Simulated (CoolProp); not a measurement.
Vapour-liquid equilibrium of cyclohexane (1) + n-heptane (2) at 0.938 MPa; x and y are mole fractions of (1).

Values from CoolProp's multi-fluid Helmholtz-energy mixture model, Zhou 2014 and Span 2003; pair parameters Bell 2016.

Q: Give the bubble temperature and the first vapour's composition at x = 0.125, 0.425, 0.725. Is there an azeotrope?

A: x = 0.125: 467.9 K, y = 0.154; x = 0.425: 461.8 K, y = 0.487; x = 0.725: 456.1 K, y = 0.773. No azeotrope shows between x = 0.05 and 0.95.

Pair parameters are fitted to limited data, so mixtures are less certain than the pure fluids.
